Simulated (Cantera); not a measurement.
Cantera run:

```python
import numpy as np
import cantera as ct

gas_names = """
    CL CL2 H HCL H2 N NH NH2 NH3 N2 N2H2 N2H4 Sr SrCL SrCL2
""".split()
cond_names = """
    NH4CL(a) NH4CL(b) Sr(a) Sr(b) Sr(L) SrCL2(a) SrCL2(b) SrCL2(L)
""".split()


# ... load() reads the species with a 1 bar reference pressure and builds the phases ...
atoms = {
    'SrCl2': {'Sr': 1, 'CL': 2},
    'H2': {'H': 2},
    'N2': {'N': 2},
}
top_T = {}  # K; cautious upper limits of use, not melting points


# ... equilibrate(T, P, feed) seeds the gas with the atoms and calls Mixture.equilibrate('TP', solver="vcs", rtol=1e-11, max_steps=5000) ...
results = []
feed = {'SrCl2': 1, 'H2': 3.7, 'N2': 0.34}  # mol
T = 1273  # K
P = 10000  # Pa
mix = equilibrate(T, P, feed)
results.append((T, P, feed, dict(zip(mix.species_names, mix.species_moles))))
print(gas.report(threshold=1e-06))
for i in range(1, mix.n_phases):
    print(f"{mix.phase(i).name:16s} {mix.phase_moles(i):12.5e} mol")
```

It prints:

```
       temperature   1273 K
          pressure   10000 Pa
           density   0.0039822 kg/m^3
  mean mol. weight   4.2148 kg/kmol
   phase of matter   gas

                          1 kg             1 kmol
                     ---------------   ---------------
          enthalpy         6.925e+06        2.9188e+07  J
   internal energy        4.4138e+06        1.8603e+07  J
           entropy             47569         2.005e+05  J/K
    Gibbs function       -5.3631e+07       -2.2604e+08  J
 heat capacity c_p            7503.5             31626  J/K
 heat capacity c_v            5530.8             23312  J/K

                      mass frac. Y      mole frac. X     chem. pot. / RT
                     ---------------   ---------------   ---------------
                 H        5.1609e-07         2.158e-06           -10.264
               HCL        2.4577e-05        2.8413e-06            -48.72
                H2           0.43802           0.91577           -20.529
               NH3        1.4227e-05        3.5209e-06           -45.943
                N2           0.55931          0.084151             -30.3
              SrCL        4.0127e-05        1.3743e-06           -60.905
             SrCL2         0.0025738        6.8434e-05            -99.36
     [   +8 minor]        1.5249e-05        7.3357e-07

Sr(L)             0.00000e+00 mol
SrCL2(L)          9.99715e-01 mol
```

Cantera equilibrium calculation (NASA polynomials, part measured and part estimated; ideal gas, pure solids and liquids).
